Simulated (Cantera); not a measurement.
A closed system holds: 1 mol SiCl4, 0.59 mol H2, held at 923 K and 0.133 bar.

Equilibrium computed with Cantera from the NASA thermochemical tables; the gas is ideal and each condensed phase is pure. Candidate condensed phases: Si; 19 gas species. The tables' values for SiCl3 are old estimates; treat these amounts as uncertain. Rates play no part.

Base state: SiCl4 0.601, H2 0.344, HCl 0.0277, SiHCl3 0.0266, SiCl3 0.000739, SiH2Cl2 0.000115, SiCl2 3.66e-5 (mole fractions); condensed: gas only.

Task: What changes in the equilibrium state with this change: temperature from 923 K to 1150 K?

Result: 
```tsv
species	before	after
SiCl4	0.601	0.547
H2	0.344	0.303
HCl	0.0277	0.0788
SiCl3	0.000739	0.0197
SiHCl3	0.0266	0.0428
SiCl2	3.66e-5	0.00777
SiH2Cl2	0.000115	0.000419
```
